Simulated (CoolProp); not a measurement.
Saturation properties of hexamethyldisiloxane (MM).

Values from CoolProp's reference Helmholtz-energy equation of state, Thol 2016.

```csv
T (°C),p (MPa),enthalpy of vaporisation (kJ/kg),surface tension (mN/m)
49.85,0.01745,217.5,13.2
54.55,0.02114,215.3,12.8
59.35,___,___,12.4
64.15,0.03064,210.8,12.0
68.95,0.03653,___,11.6
73.65,0.04314,206.3,11.2
78.45,0.05085,___,10.8
83.25,0.05961,201.5,10.4
87.95,0.06930,199.2,10.1
92.75,0.08043,196.7,9.67
97.55,0.09291,194.3,9.29
102.35,0.1069,191.7,8.90
107.05,0.1220,189.2,8.53
111.85,0.1392,186.6,8.16
```

### Question
What belongs in the gaps?

### Answer

- 59.35, p (MPa): 0.02553
- 59.35, enthalpy of vaporisation (kJ/kg): 213.1
- 68.95, enthalpy of vaporisation (kJ/kg): 208.5
- 78.45, enthalpy of vaporisation (kJ/kg): 203.9

It boils at 100.5 °C under 1 atm.

Surface tension comes from a separate correlation (Mulero 2014), older than this fluid's equation and unchecked against measurements.
